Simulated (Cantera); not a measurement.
Charge: 1 mol PbO, 0.26 mol H2, 16 mol N2, 0.15 mol CO, at 975 °C and 0.548 Torr.

Equilibrium computed with Cantera from the NASA thermochemical tables; the gas is ideal and each condensed phase is pure. Candidate condensed phases: C, C6H6, C7H8, C8H18, H2O, Pb, PbO, PbO2, Pb3O4; 139 gas species. Rates play no part.

Base state: N2 0.918, PbO 0.0320, Pb 0.0253, H2O 0.0149, CO2 0.00861, O2 0.000899, NO 1.97e-5 (mole fractions); condensed: gas only.

Problem. What changes in the equilibrium state with this change: temperature from 975 °C to 1075 °C?

Solution. 
```json
[
 {"species": "N2", "before": "0.918", "after": "0.916"},
 {"species": "Pb", "before": "0.0253", "after": "0.0296"},
 {"species": "PbO", "before": "0.0320", "after": "0.0277"},
 {"species": "O2", "before": "0.000899", "after": "0.00300"},
 {"species": "H2O", "before": "0.0149", "after": "0.0149"},
 {"species": "OH", "before": "3.38e-6", "after": "1.46e-5"},
 {"species": "NO", "before": "1.97e-5", "after": "6.91e-5"},
 {"species": "CO2", "before": "0.00861", "after": "0.00859"}
]
```

Problem. What changes in the equilibrium state with this change: temperature from 975 °C to 775 °C?

Solution. 
| species | before | after |
|---|---|---|
| N2 | 0.918 | 0.949 |
| Pb | 0.0253 | 0.0243 |
| H2O | 0.0149 | 0.0154 |
| PbO | 0.0320 | 0.00192 |
| O2 | 0.000899 | 3.40e-8 |
| NO | 1.97e-5 | 2.29e-8 |
| CO2 | 0.00861 | 0.00890 |
| PbO(yellow), mol | 0 | 0.558 |

Problem. What changes in the equilibrium state with this change: PbO replaced by Pb?

Solution. 
```tsv
species	before	after
N2	0.918	0.919
Pb	0.0253	0.0574
H2	6.13e-7	0.0149
PbO	0.0320	<1e-9
H2O	0.0149	1.24e-7
O2	0.000899	<1e-9
CO2	0.00861	4.60e-8
NO	1.97e-5	<1e-9
CO	5.51e-7	0.00862
```
